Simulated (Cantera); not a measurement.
Gas activation for diamond growth

An isothermal, constant-pressure homogeneous reactor starts with 1.16 % CH₄, 97.0 % H₂, 1.84 % N₂, at 2275 K and 1330 Pa.

Detailed kinetics in Cantera: GRI-Mech 3.0 (53 species, 325 reactions). GRI-Mech 3.0 stops at C3 and has no aromatics, soot or wall deposition, so with more carbon than oxygen in the feed, carbon stays in small species such as C2H2 where larger ones or solid carbon would form. Radical loss at walls, strong at low pressure, is not modelled.

| t (s) | x CH₄ | x H₂ | x C₂H₄ | x CH₃ | x C₂H₆ |
|---|---|---|---|---|---|
| 1.00e-5 | 0.0116 | 0.970 | 1.46e-11 | 1.34e-5 | 3.96e-12 |
| 2.70e-5 | 0.0116 | 0.970 | 3.38e-10 | 2.85e-5 | 7.45e-11 |
| 7.28e-5 | 0.0116 | 0.970 | 5.43e-9 | 5.81e-5 | 6.54e-10 |
| 0.000196 | 0.0115 | 0.969 | 7.41e-8 | 0.000132 | 4.21e-9 |
| 0.000529 | 0.0113 | 0.969 | 9.46e-7 | 0.000325 | 2.56e-8 |
| 0.00143 | 0.0108 | 0.966 | 7.56e-6 | 0.000799 | 1.24e-7 |
| 0.00385 | 0.00913 | 0.961 | 2.49e-5 | 0.00168 | 3.35e-7 |
| 0.0104 | 0.00458 | 0.955 | 1.76e-5 | 0.00158 | 1.72e-7 |
| 0.0280 | 0.00102 | 0.951 | 1.95e-6 | 0.000487 | 1.15e-8 |
| 0.0756 | 0.000187 | 0.946 | 3.96e-7 | 0.000114 | 4.74e-10 |
| 0.204 | 3.52e-5 | 0.938 | 2.49e-7 | 2.71e-5 | 2.01e-11 |
| 0.550 | 7.06e-6 | 0.925 | 1.74e-7 | 7.34e-6 | 1.03e-12 |
| 1.48 | 3.14e-6 | 0.911 | 1.27e-7 | 4.26e-6 | <1e-12 |
| 4.00 | 2.68e-6 | 0.906 | 1.16e-7 | 3.90e-6 | <1e-12 |
x: mole fraction; the columns are a selection and need not sum to one.

Equilibrium at this temperature and pressure: CH₄ 2.27e-6, H₂ 0.906, C₂H₄ 6.22e-8, CH₃ 3.32e-6, C₂H₆ <1e-12 (gas phase only).
